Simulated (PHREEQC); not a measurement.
## Acid mine or pickling water

Synthetic water in mg/L, 31 °C, pH 2.92, pe 9.3:

```csv
constituent,mg/L
Na,2810
K,6.21
Ca,8.81
Mg,265
Cl,1010
S(6) as SO4,6050
Zn,125
Fe(3),257
Cu(2),129
Sr,4.58
```

Valence states are taken as typed.

Computed with PHREEQC (ion-association model, phreeqc.dat).

This is a speciation only: nothing precipitates in the calculation.

Question: Estimate the ionic strength.

Answer: ionic strength 0.179 mol/kgw.

Question: In which forms is Fe present?

Answer: FeSO4+ 67 %, Fe(SO4)2- 18 %, FeOH+2 8.0 %, Fe+3 2.4 %, Fe2(OH)2+4 1.2 %, Fe(OH)2+ 1.1 % of the Fe.

Examples of supersaturated solids here: Jarosite-K, Hematite (slow to form). Others may be too.
